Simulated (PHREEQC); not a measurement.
A solution holds 0.0036 mol H2SO4 and 0.00028 mol CaCl2 per kg of water, at 25 °C. It is in equilibrium with CO2 at log p = -1 (atm). Otherwise closed; pH follows from the charge balance.

Equilibrium calculation in PHREEQC: ion-association model, wateq4f.dat.

No solid was allowed to form.

Problem. Order these S species by the share of S that they hold, largest first: SO4-2, HSO4-, CaSO4.

Solution. SO4-2 (70 %), HSO4- (29 %), CaSO4 (1.4 %)

Problem. Order these Ca species by the share of Ca that they hold, largest first: CaSO4, CaHSO4+, Ca+2.

Solution. Ca+2 (81 %), CaSO4 (19 %), CaHSO4+ (0.68 %)

The pH is 2.25 and the ionic strength 0.00937 mol/kgw. Complexes and solids missing from the database can't appear.
